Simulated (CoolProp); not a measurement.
Model: reference Helmholtz-energy equation of state, Gao 2022, in CoolProp.

Problem. Give the vapour pressure (MPa), liquid density (kg/m³), enthalpy of vaporisation (kJ/kg) of saturated n-perfluorohexane at -11.95, 6.65, 25.15 °C.

Solution. 
```tsv
T (°C)	p (MPa)	liquid density (kg/m³)	enthalpy of vaporisation (kJ/kg)
-11.95	0.00433	1780	102
6.65	0.0123	1730	97.7
25.15	0.0296	1680	93.1
```
